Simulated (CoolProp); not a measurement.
The numbers come from the reference Helmholtz-energy equation of state, Schmidt 1985 in CoolProp.

Problem. For oxygen, give the phase and the cv (kJ/(kg K)) at -150.55 °C and 0.00798 MPa; -150.55 °C and 0.214 MPa; -150.55 °C and 2.52 MPa.

Solution. 
- -150.55 °C and 0.00798 MPa: gas; cv 0.650
- -150.55 °C and 0.214 MPa: gas; cv 0.659
- -150.55 °C and 2.52 MPa: liquid; cv 0.840
